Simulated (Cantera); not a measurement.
A closed system holds: 1 mol Fe2O3, 0.14 mol SO2, 0.084 mol O2, at 1575 K.

Cantera equilibrium calculation (NASA polynomials, part measured and part estimated; ideal gas, pure solids and liquids). Candidate condensed phases: Fe, FeO, FeS, FeSO4, FeS2, Fe2O3, Fe2(SO4)3, Fe3O4, S; 12 gas species. Rates play no part.

### Question
Which condensed phases are stable at each of these points (P (Pa)): 1000, 4600, 21000, 96000, 440000, 2000000?

### Answer
```json
[
 {"P (Pa)": "1000", "condensed phases": "Fe3O4(s)", "Fe condensed (%)": "100.0"},
 {"P (Pa)": "4600", "condensed phases": "Fe3O4(s)", "Fe condensed (%)": "100.0"},
 {"P (Pa)": "21000", "condensed phases": "Fe2O3(s)", "Fe condensed (%)": "100.0"},
 {"P (Pa)": "96000", "condensed phases": "Fe2O3(s)", "Fe condensed (%)": "100.0"},
 {"P (Pa)": "440000", "condensed phases": "Fe2O3(s)", "Fe condensed (%)": "100.0"},
 {"P (Pa)": "2000000", "condensed phases": "Fe2O3(s)", "Fe condensed (%)": "100.0"}
]
```

From 7.50 Torr to 34.5 Torr the condensed part is Fe3O4(s). From 158 Torr to 15000 Torr the condensed part is Fe2O3(s).
